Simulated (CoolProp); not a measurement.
Vapour-liquid equilibrium of p-xylene (1) + n-decane (2) at 101.75 °C; x and y are mole fractions of (1).

Model: multi-fluid Helmholtz-energy mixture model, Zhou 2012 and Lemmon 2006; pair parameters Bell 2016, in CoolProp.

```csv
x,bubble pressure (bar),y at the bubble point,dew pressure at overall composition x (bar),liquid density (mol/L)
0.05,0.1164,0.161,0.1065,4.772
0.2,0.1557,0.467,0.1203,5.067
0.35,0.1926,0.645,0.1380,5.397
0.5,0.2277,0.764,0.1615,5.769
0.65,0.2617,0.853,0.1939,6.189
0.8,0.2953,0.923,0.2405,6.669
0.95,0.3289,0.982,0.3099,7.221
```

No azeotrope shows between x = 0.05 and 0.95.

Pair parameters are fitted to limited data, so mixtures are less certain than the pure fluids.
